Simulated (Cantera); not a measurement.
A freely propagating, adiabatic, planar premixed flame of 31.6 % H₂, 14.4 % O₂, 54.0 % N₂, equivalence ratio 1.1, unburnt at 375 K and 1.01 bar; mixture-averaged transport, grid criteria slope 0.08 and curve 0.16, no radiation.

Model: the H2/O2 subset of GRI-Mech 3.0, which has no nitrogen chemistry, integrated in Cantera. Burning velocities carry a grid error of a few per cent, more on coarse grids.

x: mole fraction of selected species; z is measured from the peak of heat release.

```tsv
z (mm)	T (K)	u (m/s)	x H₂	x O₂	x H₂O	x O	x HO₂	x H₂O₂
-1.13	375	3.62	0.316	0.144	<1e-8	<1e-8	<1e-8	<1e-8
-0.751	375	3.62	0.316	0.144	<1e-8	<1e-8	<1e-8	<1e-8
-0.563	375	3.62	0.316	0.144	<1e-8	<1e-8	<1e-8	<1e-8
-0.375	375	3.62	0.316	0.144	9.81e-8	<1e-8	2.20e-8	<1e-8
-0.188	385	3.69	0.311	0.145	0.000181	8.84e-7	5.87e-5	(withheld)
-0.0939	636	5.90	0.274	0.141	0.0179	0.000147	0.000351	(withheld)
0	1133	10.1	0.181	0.108	0.0987	0.00334	0.000113	(withheld)
0.0939	1474	13.0	0.0904	0.0502	0.203	0.00880	4.48e-5	(withheld)
0.188	1641	14.4	0.0614	0.0267	0.243	0.00980	2.16e-5	(withheld)
0.375	1806	15.7	0.0554	0.0185	0.260	0.00870	1.27e-5	(withheld)
0.751	1967	16.9	0.0540	0.0146	0.272	0.00662	8.39e-6	(withheld)
1.50	2117	18.0	0.0506	0.0109	0.285	0.00446	5.25e-6	(withheld)
3.00	2244	18.9	0.0459	0.00749	0.299	0.00268	3.14e-6	(withheld)
```

Problem. Complete the blanks.

Solution. 
- -0.188, x H₂O₂: 3.67e-6
- -0.0939, x H₂O₂: 8.70e-5
- 0, x H₂O₂: 1.12e-5
- 0.0939, x H₂O₂: 3.57e-6
- 0.188, x H₂O₂: 2.14e-6
- 0.375, x H₂O₂: 1.10e-6
- 0.751, x H₂O₂: 5.75e-7
- 1.50, x H₂O₂: 3.35e-7
- 3.00, x H₂O₂: 2.22e-7
